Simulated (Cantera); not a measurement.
# Dilute partial oxidation

An isothermal, constant-pressure homogeneous reactor starts with 0.813 % CH3OH, 1.18 % O2, 98.0 % N2, equivalence ratio 1.0, at 973 K and 9.87 atm.

Computed with Cantera and GRI-Mech 3.0 (53 species, 325 reactions). GRI-Mech 3.0 was tuned for natural gas; its chemistry of methanol as a main component is partial and can be far from experiment. Below about 1000 K GRI-Mech 3.0 lacks low-temperature oxidation paths.

```tsv
t (s)	x CH3OH	x O2	x N2O	x CH3	x CO2	x CH2
0.000500	0.00813	0.0118	<1e-12	1.94e-11	2.89e-11	<1e-12
0.00125	0.00813	0.0118	<1e-12	1.99e-11	7.23e-11	<1e-12
0.00313	0.00813	0.0118	<1e-12	1.99e-11	1.81e-10	<1e-12
0.00783	0.00813	0.0118	<1e-12	1.99e-11	4.52e-10	<1e-12
0.0196	0.00813	0.0118	<1e-12	1.98e-11	1.13e-9	<1e-12
0.0490	0.00813	0.0118	<1e-12	1.96e-11	2.83e-9	<1e-12
0.122	0.00813	0.0118	5.53e-12	1.90e-11	7.08e-9	<1e-12
0.306	0.00813	0.0118	4.27e-11	1.65e-11	1.78e-8	<1e-12
0.766	5.41e-7	0.00319	1.45e-8	3.94e-12	0.00234	<1e-12
1.92	3.41e-11	0.00168	4.16e-8	1.20e-12	0.00427	<1e-12
4.79	1.18e-12	0.000770	7.52e-8	<1e-12	0.00577	<1e-12
12.0	<1e-12	0.000224	1.01e-7	<1e-12	0.00682	<1e-12
30.0	<1e-12	1.56e-5	9.25e-8	<1e-12	0.00728	<1e-12
```
x: mole fraction; the columns are a selection and need not sum to one.

Equilibrium at this temperature and pressure: CH3OH <1e-12, O2 <1e-12, N2O <1e-12, CH3 <1e-12, CO2 0.00789, CH2 <1e-12 (gas phase only).
